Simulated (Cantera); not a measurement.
Source: NASA polynomial tables (part measured, part estimated), evaluated in Cantera. Values are per mole of reaction as written; species without (g) are pure solids or liquids, kept so even where they would boil at 1 bar.

Between 525 and 1425 K, where is each reaction favourable under standard conditions?
- V + O2(g) = VO2(g)
- 2 H2(g) + O2(g) = 2 H2O(g)
- 1.2 Ti + O2(g) = 0.4 Ti3O5


- V + O2(g) = VO2(g): ΔG° is -248 kJ at 525 K and -268 kJ at 1425 K; it stays negative (K > 1). ΔH° is -243 kJ and ΔS° 17 J/K at 1425 K.
- 2 H2(g) + O2(g) = 2 H2O(g): ΔG° is -436 kJ at 525 K and -337 kJ at 1425 K; it stays negative (K > 1). ΔH° is -500 kJ and ΔS° -114 J/K at 1425 K.
- 1.2 Ti + O2(g) = 0.4 Ti3O5: ΔG° is -885 kJ at 525 K and -733 kJ at 1425 K; it stays negative (K > 1). ΔH° is -971 kJ and ΔS° -167 J/K at 1425 K.
